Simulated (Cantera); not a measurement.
An isothermal, constant-pressure homogeneous reactor starts with 0.318 % CO, 0.523 % O₂, 5.70 % H₂O, 93.5 % N₂, equivalence ratio 0.30, at 1050 K and 1000000 Pa.

Cantera simulation using GRI-Mech 3.0 (53 species, 325 reactions); the numbers are that mechanism's predictions, not measurements.

x: mole fraction; the columns are a selection and need not sum to one.

```tsv
t (s)	x CO	x O₂	x H₂O	x H	x NO	x O	x NO₂
0.000300	0.00318	0.00523	0.0570	2.79e-12	<1e-12	1.95e-11	<1e-12
0.000798	0.00318	0.00523	0.0570	3.90e-12	<1e-12	2.09e-11	<1e-12
0.00212	0.00318	0.00523	0.0570	7.28e-12	<1e-12	2.52e-11	<1e-12
0.00564	0.00318	0.00523	0.0570	2.03e-11	<1e-12	4.17e-11	<1e-12
0.0150	0.00318	0.00523	0.0570	1.16e-10	<1e-12	1.63e-10	<1e-12
0.0399	0.00315	0.00522	0.0570	3.33e-9	<1e-12	___	<1e-12
0.106	0.00286	0.00508	0.0570	5.65e-9	<1e-12	___	<1e-12
0.282	0.00223	0.00477	0.0570	4.36e-9	<1e-12	___	3.10e-12
0.751	0.00130	0.00431	0.0570	2.27e-9	1.21e-12	___	1.25e-11
2.00	0.000504	0.00391	0.0571	6.73e-10	1.67e-12	6.42e-10	2.90e-11
5.31	0.000122	0.00371	0.0571	1.29e-10	1.49e-12	1.22e-10	4.22e-11
14.1	1.32e-5	0.00366	0.0571	1.66e-11	2.13e-12	1.59e-11	4.65e-11
37.6	6.80e-8	0.00365	0.0571	<1e-12	3.39e-11	1.31e-12	1.53e-11
100	5.15e-12	0.00365	0.0571	<1e-12	4.87e-11	1.29e-11	<1e-12
```

**Question.** Complete the blanks.

**Answer.** 
- 0.0399, x O: 3.93e-9
- 0.106, x O: 6.25e-9
- 0.282, x O: 4.60e-9
- 0.751, x O: 2.26e-9
